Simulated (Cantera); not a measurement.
An adiabatic, constant-volume homogeneous reactor starts with CO : H2 : O2 : N2 : CO2 = 1 : 0.12 : 0.255 : 0.957 : 0.077 (molar parts), at 1275 K and 27.0 bar. Integrator tolerance rtol = 1e-08.

Cantera simulation using GRI-Mech 3.0 (53 species, 325 reactions); the numbers are that mechanism's predictions, not measurements. The hydrogen kinetics of GRI-Mech 3.0 are dated; newer H2 mechanisms differ, most at raised pressure. The pressure lies above the range GRI-Mech 3.0 was tuned for (to about 10 atm). Above 3000 K some thermodynamic fits are extrapolated.

Problem. What does this change do: pressure from 27.0 bar to 14.0 bar?

Solution. 
```
quantity                                                            before                                    after
---------------------------------  ---------------------------------------  ---------------------------------------
time of steepest temperature rise                                  12.9 µs                                  11.7 µs
temperature at 4.00 s                                               3040 K                                   3008 K
equilibrium temperature                                             3040 K                                   3008 K
x(CO) at 4.00 s                        0.281 (gas-phase equilibrium 0.281)      0.283 (gas-phase equilibrium 0.283)
x(H2) at 4.00 s                    0.00777 (gas-phase equilibrium 0.00777)  0.00784 (gas-phase equilibrium 0.00784)
x(O2) at 4.00 s                    0.00150 (gas-phase equilibrium 0.00150)  0.00223 (gas-phase equilibrium 0.00223)
x(N2O) at 4.00 s                   1.02e-6 (gas-phase equilibrium 1.02e-6)  8.57e-7 (gas-phase equilibrium 8.57e-7)
x(NO) at 4.00 s                    0.00317 (gas-phase equilibrium 0.00317)  0.00372 (gas-phase equilibrium 0.00372)
```

Problem. What does this change do: initial temperature 1275 to 1400 K?

Solution. 
| quantity | before | after |
|---|---|---|
| time of steepest temperature rise | 12.9 µs | 3.16 µs |
| temperature at 4.00 s | 3040 K | 3104 K |
| equilibrium temperature | 3040 K | 3104 K |
| x(CO) at 4.00 s | 0.281 (gas-phase equilibrium 0.281) | 0.284 (gas-phase equilibrium 0.284) |
| x(H2) at 4.00 s | 0.00777 (gas-phase equilibrium 0.00777) | 0.00771 (gas-phase equilibrium 0.00771) |
| x(O2) at 4.00 s | 0.00150 (gas-phase equilibrium 0.00150) | 0.00236 (gas-phase equilibrium 0.00236) |
| x(N2O) at 4.00 s | 1.02e-6 (gas-phase equilibrium 1.02e-6) | 1.33e-6 (gas-phase equilibrium 1.33e-6) |
| x(NO) at 4.00 s | 0.00317 (gas-phase equilibrium 0.00317) | 0.00428 (gas-phase equilibrium 0.00428) |
